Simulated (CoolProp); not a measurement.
n-perfluoropentane along the isotherm 377.7 K: density (kg/m³) from the reference equation and from simpler models built on Tc = 421.0 K, pc = 20.63 bar, ω = 0.436; each cubic takes its own stable root.

Values from CoolProp's reference Helmholtz-energy equation of state, Gao 2022.

```
p (bar)   phase  reference  van der Waals  Redlich-Kwong  Soave-Redlich-Kwong  Peng-Robinson
-------  ------  ---------  -------------  -------------  -------------------  -------------
0.0326      gas     0.2992         0.2992         0.2992               0.2992         0.2993
0.0492      gas     0.4518         0.4517         0.4518               0.4518         0.4518
0.0742      gas     0.6818         0.6815         0.6817               0.6818         0.6819
0.112       gas      1.030          1.029          1.030                1.030          1.030
0.169       gas      1.556          1.555          1.556                1.556          1.557
0.255       gas      2.353          2.350          2.352                2.353          2.355
0.384       gas      3.555          3.548          3.553                3.555          3.558
0.58        gas      5.396          5.378          5.391                5.396          5.403
0.875       gas      8.202          8.161          8.189                8.202          8.217
1.32        gas      12.52          12.42          12.49                12.52          12.55
1.99        gas      19.22          18.98          19.14                19.21          19.30
3           gas      29.84          29.24          29.62                29.82          30.01
4.53        gas      47.37          45.75          46.73                47.26          47.75
6.84        gas      78.57          73.49          76.22                77.92          79.25
10.3     liquid       1277          125.2          135.0                 1118           1267
```

At some of these states van der Waals, Redlich-Kwong gives the other phase, because its saturation line lies elsewhere.
